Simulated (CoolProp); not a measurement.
The fluid at 401.27 K and 2.18 MPa is throttled through a valve to 1.4 MPa with no heat exchange. The same conditions are run with several fluids, on thermodynamics alone (safety and materials aside).

Model: reference Helmholtz-energy equation of state of each fluid (ethane: Bücker 2006; sulfur hexafluoride: Guder 2009; propane: Lemmon 2009; chloromethane (R40): Thol 2014; n-perfluorobutane: Gao 2022), in CoolProp.

Rank ethane, sulfur hexafluoride, propane, chloromethane (R40), n-perfluorobutane by temperature change (K), highest first.

sulfur hexafluoride (-3.5), ethane (-4.0), propane (-6.4), n-perfluorobutane (-9.1), chloromethane (R40) (-11.7)

```tsv
fluid	final density (kg/m³)
ethane	13.3
sulfur hexafluoride	65.7
propane	20.8
chloromethane (R40)	24.3
n-perfluorobutane	132
```
